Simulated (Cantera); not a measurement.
# MgO + NF3 + H2 (oxide etching and cleaning by halides)

Input: 1 mol MgO, 1.7 mol NF3, 36 mol H2, held at 1000 Pa.

Cantera equilibrium calculation (NASA polynomials, part measured and part estimated; ideal gas, pure solids and liquids). Candidate condensed phases: H2O, Mg, MgF2, MgO, Mg(OH)2; 50 gas species. Mutual solubility and eutectic melting of coexisting phases are not modelled. The tables' values for MgH are old estimates; treat these amounts as uncertain. Rates play no part.

From 1048 K to 1198 K the condensed part is MgF2(s). From 1273 K to 1423 K the condensed part is MgF2(s) + MgO(s). From 1498 K to 1873 K the condensed part is MgO(s). The main Mg-bearing gas is MgF2 at 1048 K and Mg at 1873 K.

```
T (K)   x H2    x HF    x H2O    x N2  n MgF2(s)  n MgO(s)
-----  -----  ------  -------  ------  ---------  --------
1048   0.871  0.0807   0.0260  0.0221       1.00         0
1123   0.871  0.0807   0.0260  0.0221      1.000         0
1198   0.871  0.0807   0.0260  0.0221      1.000         0
1273   0.868  0.0879   0.0222  0.0221      0.856     0.143
1348   0.858   0.109   0.0111  0.0218      0.427     0.566
1423   0.852   0.120  0.00503  0.0217      0.154     0.803
1498   0.849   0.123  0.00342  0.0216          0     0.865
1573   0.848   0.120  0.00463  0.0216          0     0.818
1648   0.847   0.118  0.00620  0.0216          0     0.755
1723   0.844   0.116  0.00848  0.0215          0     0.665
1798   0.837   0.114   0.0122  0.0214          0     0.517
1873   0.824   0.112   0.0184  0.0213          0     0.263
```
x: gas mole fraction; n: condensed amount in mol.
